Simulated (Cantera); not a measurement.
Input: 1 mol PH3, 0.056 mol H2O, 0.7 mol O2, equilibrated at 2073.15 K and 0.518 Torr.

Cantera equilibrium calculation (NASA polynomials, part measured and part estimated; ideal gas, pure solids and liquids). Candidate condensed phases: H2O, P, P4O10; 17 gas species. Gases not in the tables: HPO2, HPO3 and P4O6. Rates play no part.

Base state: H2 0.458, PO 0.291, H2O 0.0963, PO2 0.0813, H 0.0678, P2 0.00269, OH 0.00162, P 0.00138 (mole fractions); condensed: gas only.

### Question
What changes in the equilibrium state with this change: PH3 replaced by HCl?

### Answer
```
species    before    after
-------  --------  -------
O2        1.55e-5    0.283
Cl              0    0.265
HCl             0    0.253
H2          0.458  0.00498
PO          0.291        0
PO2        0.0813        0
O        0.000172   0.0233
OH        0.00162   0.0229
H          0.0678  0.00707
H2O        0.0963    0.141
P2        0.00269        0
P         0.00138        0
ClO             0  5.29e-5
Cl2             0  5.18e-5
PH        2.98e-5        0
```

### Question
What changes in the equilibrium state with this change: temperature from 2073.15 K to 2850 K?

### Answer
```
species    before     after
-------  --------  --------
H          0.0678     0.630
PO          0.291     0.195
O        0.000172     0.106
H2          0.458    0.0290
H2O        0.0963   0.00122
P         0.00138    0.0224
PO2        0.0813   0.00669
O2        1.55e-5   0.00179
P2        0.00269  0.000259
```
